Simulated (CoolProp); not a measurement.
Vapour-liquid equilibrium of carbon dioxide (1) + propylene (2) at -6.65 °C; x and y are mole fractions of (1).

The numbers come from the multi-fluid Helmholtz-energy mixture model, Span 1996 and Lemmon 2013; pair parameters Bell 2016 in CoolProp.

```tsv
x	bubble pressure (MPa)	y at the bubble point	dew pressure at overall composition x (MPa)	liquid density (mol/L)
0.05	0.6671	0.291	0.5014	13.47
0.2	1.182	0.622	0.5936	14.29
0.35	1.601	0.742	0.7244	15.19
0.5	1.941	0.810	0.9244	16.23
0.65	2.236	0.862	1.263	17.46
0.8	2.518	0.913	1.886	19.01
0.95	2.810	0.975	2.702	21.08
```

No azeotrope shows between x = 0.05 and 0.95.

Pair parameters are fitted to limited data, so mixtures are less certain than the pure fluids.
